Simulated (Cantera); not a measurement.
Input: 1 mol Fe, 2.5 mol SO₂, 7.6 mol N₂, held at 1098 K and 1 atm.

Cantera equilibrium calculation (NASA polynomials, part measured and part estimated; ideal gas, pure solids and liquids). Candidate condensed phases: Fe, FeO, FeS, FeSO₄, FeS₂, Fe₂O₃, Fe₂(SO₄)₃, Fe₃O₄, S; 19 gas species. Mutual solubility and eutectic melting of coexisting phases are not modelled. FeS: taken at fixed stoichiometry. Gases not in the tables: S₃ to S₇. Equilibrium is a limit: real reactors are often held back by kinetics, nucleation or transport.

Base state: N₂ 0.782, SO₂ 0.207, S₂ 0.0106, S₂O 0.000842, SO 3.54e-5 (mole fractions); condensed: FeS(s) + Fe₃O₄(s).

### Question
What changes in the equilibrium state with this change: SO₂ from 2.5 to 1.1 mol?

### Answer
| species | before | after |
|---|---|---|
| N₂ | 0.782 | 0.915 |
| SO₂ | 0.207 | 0.0799 |
| S₂ | 0.0106 | 0.00496 |
| S₂O | 0.000842 | 0.000296 |
| SO | 3.54e-5 | 1.82e-5 |
| FeS(s), mol | 0.269 | 0.348 |
| Fe₃O₄(s), mol | 0.244 | 0.217 |

### Question
What changes in the equilibrium state with this change: SO₂ from 2.5 to 0.027 mol?

### Answer
| species | before | after |
|---|---|---|
| N₂ | 0.782 | 1.00 |
| S₂ | 0.0106 | 1.88e-9 |
| SO₂ | 0.207 | <1e-9 |
| S₂O | 0.000842 | <1e-9 |
| SO | 3.54e-5 | <1e-9 |
| FeS(s), mol | 0.269 | 0.0270 |
| Fe₃O₄(s), mol | 0.244 | 0 |
| Fe(α), mol | 0 | 0.919 |
| FeO(s), mol | 0 | 0.0540 |
The tables' stoichiometric FeO is somewhat more stable than real wüstite, so its field is too wide. FeO, FeS: taken at fixed stoichiometry.
